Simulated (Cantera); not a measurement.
# Equilibrium for boron, boron nitride and boron oxide: B₂O₃ + H₂O + H₂

Feed: 1 mol B₂O₃, 19 mol H₂O, 3.1 mol H₂, at 0.560 bar.

These are equilibrium values from Cantera (NASA tables, ideal gas, pure condensed phases), not measurements of a reactor. Candidate condensed phases: B, B₂O₃, B₃O₃H₃, H₂O; 23 gas species. Gases not in the tables: H₃BO₃. Equilibrium is a limit: real reactors are often held back by kinetics, nucleation or transport.

```tsv
T (K)	log p H₂O	log p H₂	log p HBO₂	log p (HBO₂)₃	log p B₂O₃	log p H	n B₂O₃(l)
1075	-0.32	-1.10	-4.11	-2.20	-10.03	-8.38	0.623
1125	-0.32	-1.10	-3.74	-2.29	-9.18	-7.90	0.693
1175	-0.32	-1.10	-3.40	-2.37	-8.40	-7.46	0.743
1225	-0.32	-1.10	-3.09	-2.45	-7.69	-7.06	0.777
1275	-0.32	-1.10	-2.81	-2.53	-7.04	-6.68	0.795
1325	-0.32	-1.10	-2.55	-2.60	-6.44	-6.34	0.796
1375	-0.32	-1.11	-2.30	-2.67	-5.88	-6.02	0.775
1425	-0.33	-1.11	-2.08	-2.74	-5.37	-5.72	0.727
1475	-0.33	-1.11	-1.88	-2.80	-4.89	-5.44	0.641
1525	-0.34	-1.11	-1.69	-2.87	-4.45	-5.18	0.506
1575	-0.35	-1.12	-1.51	-2.93	-4.03	-4.94	0.304
```
log p: log10 of the partial pressure in bar; n: condensed amount in mol.

From 1075 K to 1575 K the condensed part is B₂O₃(l). The share of B in condensed phases is highest at 1325 K (79.6 %) and lowest at 1575 K (30.4 %).
